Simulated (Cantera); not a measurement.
An isothermal, constant-pressure homogeneous reactor starts with NH₃ : N₂ = 1 : 0.29 (molar parts), at 1450 K and 0.513 atm.

Cantera simulation using the gas-phase N/H chemistry of the illustrative SiF4/NH3 mechanism in the Surface Chemkin manual (1991); the numbers are that mechanism's predictions, not measurements. Walls and surfaces, which speed up NH3 decomposition in real reactors, are not modelled.

### Question
Predict: x(NH₃) at 100 s; x(NH) at 100 s; x(N₂H₄) at 100 s; x(H₂) at 100 s; x(N₂) at 100 s; x(H) at 100 s.

### Answer
| Item | Result |
|---|---|
| x(NH₃) at 100 s | 0.411 (gas-phase equilibrium 1.15e-5) |
| x(NH) at 100 s | 2.84e-8 (gas-phase equilibrium <1e-12) |
| x(N₂H₄) at 100 s | 2.80e-8 (gas-phase equilibrium <1e-12) |
| x(H₂) at 100 s | 0.308 (gas-phase equilibrium 0.655) |
| x(N₂) at 100 s | 0.281 (gas-phase equilibrium 0.345) |
| x(H) at 100 s | 5.31e-6 (gas-phase equilibrium 1.07e-5) |
